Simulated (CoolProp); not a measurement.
Vapour-liquid equilibrium of fluoroethane (R161) (1) + R134a (2) at 0.341 MPa; x and y are mole fractions of (1).

Values from CoolProp's multi-fluid Helmholtz-energy mixture model, Wu 2012 and Tillner-Roth 1994; pair parameters Bell 2016.

```
x      bubble temperature (K)  y at the bubble point  dew temperature at overall composition x (K)  liquid density (mol/L)
-----  ----------------------  ---------------------  --------------------------------------------  ----------------------
0.05                    277.0                  0.064                                         277.1                   12.70
0.125                   276.3                  0.158                                         276.5                   12.93
0.2                     275.5                  0.249                                         275.9                   13.16
0.275                   274.7                  0.339                                         275.3                   13.40
0.35                    273.9                  0.425                                         274.6                   13.65
0.425                   273.1                  0.509                                         273.9                   13.90
0.5                     272.2                  0.588                                         273.1                   14.16
0.575                   271.3                  0.664                                         272.3                   14.42
0.65                    270.3                  0.735                                         271.4                   14.70
0.725                   269.4                  0.801                                         270.5                   14.97
0.8                     268.4                  0.862                                         269.4                   15.26
0.875                   267.5                  0.918                                         268.2                   15.55
0.95                    266.5                  0.969                                         266.9                   15.85
```

No azeotrope shows between x = 0.05 and 0.95.

Pair parameters are fitted to limited data, so mixtures are less certain than the pure fluids.
